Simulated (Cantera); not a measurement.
Input (Python, Cantera) and output of one run.

```python
import numpy as np
import cantera as ct

gas_names = """
    CL CL2 H HCL H2 Si SiCL SiCL2 SiCL3 SiCL4 SiH SiHCL3 SiH2 SiH2CL2 SiH3 SiH3CL SiH4 Si2 Si3
""".split()
cond_names = """
    Si(cr) Si(L)
""".split()


# ... load() reads the species with a 1 bar reference pressure and builds the phases ...
atoms = {
    'Si': {'Si': 1},
    'HCl': {'H': 1, 'CL': 1},
    'H2': {'H': 2},
    'Cl2': {'CL': 2},
}
top_T = {}  # K; cautious upper limits of use, not melting points


# ... equilibrate(T, P, feed) seeds the gas with the atoms and calls Mixture.equilibrate('TP', solver="vcs", rtol=1e-11, max_steps=5000) ...
results = []
feed = {'Si': 1, 'HCl': 1.5, 'H2': 5.5, 'Cl2': 1.5}  # mol
T = 1275  # K
for P in [10000, 19000, 36000, 67000, 130000, 240000, 450000, 840000, 1600000, 3000000]:
    mix = equilibrate(T, P, feed)
    results.append((T, P, feed, dict(zip(mix.species_names, mix.species_moles))))

top = {s: max(r[3][s] / sum(r[3][g] for g in gas_names) for r in results) for s in gas_names}
cols = sorted((s for s in top if top[s] > 0.0001), key=lambda s: -top[s])[:9]
seen = [c for c in cond_names if any(r[3].get(c, 0) > 1e-12 for r in results)]
print("log10 of partial pressures in bar; condensed amounts in mol")
print(f"{'P/Pa':>10s}" + "".join(f"{s[:9]:>10s}" for s in cols + seen))
for T, P, feed, n in results:
    ng = sum(n[g] for g in gas_names)
    print(f"{P:10.4g}" + "".join(f"{np.log10(max(n[s] / ng * P / 1e5, 1e-99)):10.3f}" for s in cols)
          + "".join(f"{n.get(c, 0):10.4g}" for c in seen))
```

It prints:

```
log10 of partial pressures in bar; condensed amounts in mol
      P/Pa        H2       HCL     SiCL4    SiHCL3     SiCL2     SiCL3   SiH2CL2
     1e+04    -1.137    -1.850    -2.124    -2.805    -2.657    -2.797    -4.344
   1.9e+04    -0.852    -1.609    -1.808    -2.446    -2.539    -2.580    -3.941
   3.6e+04    -0.570    -1.363    -1.504    -2.105    -2.444    -2.380    -3.564
   6.7e+04    -0.297    -1.117    -1.215    -1.789    -2.374    -2.201    -3.221
   1.3e+05    -0.006    -0.848    -0.913    -1.465    -2.320    -2.023    -2.876
   2.4e+05     0.262    -0.593    -0.638    -1.177    -2.285    -1.868    -2.574
   4.5e+05     0.536    -0.328    -0.358    -0.888    -2.261    -1.716    -2.276
   8.4e+05     0.807    -0.063    -0.083    -0.606    -2.245    -1.571    -1.988
   1.6e+06     1.088     0.213     0.201    -0.319    -2.234    -1.424    -1.697
     3e+06     1.361     0.484     0.476    -0.042    -2.227    -1.282    -1.417
```

Equilibrium computed with Cantera from the NASA thermochemical tables; the gas is ideal and each condensed phase is pure. The tables' values for SiCl3 are old estimates; treat these amounts as uncertain.
